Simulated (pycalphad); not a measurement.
# Effect of Fe content in Al-Si-Fe

CALPHAD calculation (pycalphad, COST 507 light-alloy database (1999)), 1 atm. The data set is of 1999 and partly superseded. Amounts are mole fractions of atoms.

| alloy | liquidus (°C) | first solid | solidus (°C) | phases at 627 °C |
|---|---|---|---|---|
| Al-0.41Si-0.13Fe (at.%) | 657 | fcc | 632 | fcc 0.99, ALFESI_ALPHA 0.01 |
| Al-0.41Si-0.19Fe (at.%) | 657 | fcc | 633 | fcc 0.99, ALFESI_ALPHA 0.01, AL13FE4 under 0.01 |
| Al-0.41Si-0.26Fe (at.%) | 656 | fcc | 634 | fcc 0.99, ALFESI_ALPHA 0.01, AL13FE4 under 0.01 |
| Al-0.41Si-0.39Fe (at.%) | 655 | fcc | 636 | fcc 0.98, AL13FE4 0.01, ALFESI_ALPHA 0.01 |
| Al-0.41Si-0.52Fe (at.%) | 654 | fcc | 636 | fcc 0.98, AL13FE4 0.01, ALFESI_ALPHA 0.01 |
| Al-0.41Si-1.04Fe (at.%) | 668 | AL13FE4 | 632 | fcc 0.96, AL13FE4 0.04, ALFESI_ALPHA 0.01 |

Database names, with the compositions (at.%) that they take in these runs: ALFESI_ALPHA: Al 71-74 Fe 19 Si 7-10; AL13FE4: Al 76 Fe 24.
